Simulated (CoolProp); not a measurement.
The fluid at 293.15 K and 0.165 MPa (liquid) is heated at constant pressure to 312.7 K. The same conditions are run with several fluids, on thermodynamics alone (safety and materials aside).

Model: reference Helmholtz-energy equation of state of each fluid (methanol: de Reuck 1993; n-nonane: Lemmon 2006; n-perfluoropentane: Gao 2022; ethylbenzene: Zhou 2012; propylene glycol: Eisenbach 2021), in CoolProp.

Q: Rank methanol, n-nonane, n-perfluoropentane, ethylbenzene, propylene glycol by heat (kJ/kg), highest first.

A: methanol (50.2), propylene glycol (49.2), n-nonane (43.5), ethylbenzene (34.4), n-perfluoropentane (20.7)

```csv
fluid,final density (kg/m³)
methanol,773
n-nonane,703
n-perfluoropentane,1560
ethylbenzene,850
propylene glycol,1020
```
